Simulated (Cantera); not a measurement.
Cantera run:

```python
import numpy as np
import cantera as ct

gas_names = """
    CL CL2 Fe FeCL FeCL2 FeCL3 Fe2CL4 Fe2CL6
""".split()
cond_names = """
    Fe(a) Fe(c) Fe(d) Fe(L) FeCL2(s) FeCL2(L) FeCL3(s) FeCL3(L)
""".split()


# ... load() reads the species with a 1 bar reference pressure and builds the phases ...
atoms = {
    'Fe': {'Fe': 1},
    'Cl2': {'CL': 2},
}
top_T = {}  # K; cautious upper limits of use, not melting points


# ... equilibrate(T, P, feed) seeds the gas with the atoms and calls Mixture.equilibrate('TP', solver="vcs", rtol=1e-11, max_steps=5000) ...
results = []
feed = {'Fe': 1, 'Cl2': 0.032}  # mol
T = 1475  # K
P = 8900  # Pa
mix = equilibrate(T, P, feed)
results.append((T, P, feed, dict(zip(mix.species_names, mix.species_moles))))
print(gas.report(threshold=1e-05))
for i in range(1, mix.n_phases):
    print(f"{mix.phase(i).name:16s} {mix.phase_moles(i):12.5e} mol")
```

Output:

```
       temperature   1475 K
          pressure   8900 Pa
           density   0.092371 kg/m^3
  mean mol. weight   127.28 kg/kmol
   phase of matter   gas

                          1 kg             1 kmol
                     ---------------   ---------------
          enthalpy       -5.4284e+05       -6.9095e+07  J
   internal energy       -6.3919e+05       -8.1359e+07  J
           entropy            3288.5        4.1857e+05  J/K
    Gibbs function       -5.3933e+06       -6.8648e+08  J
 heat capacity c_p            506.92             64522  J/K
 heat capacity c_v            441.59             56208  J/K

                      mass frac. Y      mole frac. X     chem. pot. / RT
                     ---------------   ---------------   ---------------
                CL        1.1559e-05        4.1502e-05           -24.648
             FeCL2           0.99125           0.99546           -55.736
             FeCL3        0.00037338        0.00029301           -80.384
            Fe2CL4         0.0083686         0.0042021           -111.47
     [   +4 minor]        8.8183e-07        1.6245e-06

Fe(c)             9.68005e-01 mol
FeCL2(L)          0.00000e+00 mol
FeCL3(L)          0.00000e+00 mol
```

These are equilibrium values from Cantera (NASA tables, ideal gas, pure condensed phases), not measurements of a reactor.
